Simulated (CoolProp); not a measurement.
R407C at 262.04 K and 0.23 MPa flows at 0.94 m/s in a round tube of 12.7 mm bore and 15 µm roughness, fully developed (64/Re and Nu = 3.66 if laminar; Colebrook and Gnielinski if turbulent). Each further row changes one setting.

Values from CoolProp's reference Helmholtz-energy equation of state, Lemmon 2003. It is a pseudo-pure fit of the blend.

| case | Reynolds number | Darcy friction factor | pressure drop (Pa/m) | heat-transfer coefficient (W/(m² K)) | mass flow (kg/h) |
|---|---|---|---|---|---|
| as stated | ? | 0.0320 | 10.8 | 30.8 | 4.16 |
| velocity 1.88 m/s | 21700 | 0.0279 | ? | ? | 8.32 |
| diameter 25.4 mm | 21700 | 0.0267 | ? | 26.7 | 16.6 |

Q: Complete the blanks.

A: 
- as stated, Reynolds number: 10900
- velocity 1.88 m/s, pressure drop (Pa/m): 37.6
- velocity 1.88 m/s, heat-transfer coefficient (W/(m² K)): 55.9
- diameter 25.4 mm, pressure drop (Pa/m): 4.50

Viscosity comes from a separate model (Geller 2000). Thermal conductivity comes from a separate model (Geller 2001).
